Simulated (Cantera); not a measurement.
Feed: 1 mol SiH2Cl2, 0.016 mol C2H4, 1900 mol H2, equilibrated at 2100 K and 13300 Pa.

Method: chemical equilibrium by Gibbs-energy minimisation in Cantera with the NASA 1993 tables (ideal gas, pure condensed phases). Candidate condensed phases: C, C6H6, C7H8, C8H18, Si, SiC; 109 gas species. Gases not in the tables: Si2H6 and higher silanes. The numbers say what is thermodynamically allowed, not how fast it happens.

Question: What is the equilibrium state?

Answer: 
```
Property                                  Result
--------------------------------------  --------
x(H2)                                      0.990
x(H)                                     0.00849
x(HCl)                                   0.00104
x(Si)                                   0.000368
x(SiH)                                   7.26e-5
x(SiH2)                                  6.65e-5
x(Cl)                                    6.54e-6
x(C2H2 (acetylene))                      4.78e-6
x(Si2C)                                  4.11e-6
gas amount                              1911 mol
log10 activity of Si(l) (absent)           -0.43
log10 activity of C(graphite) (absent)     -1.24
```
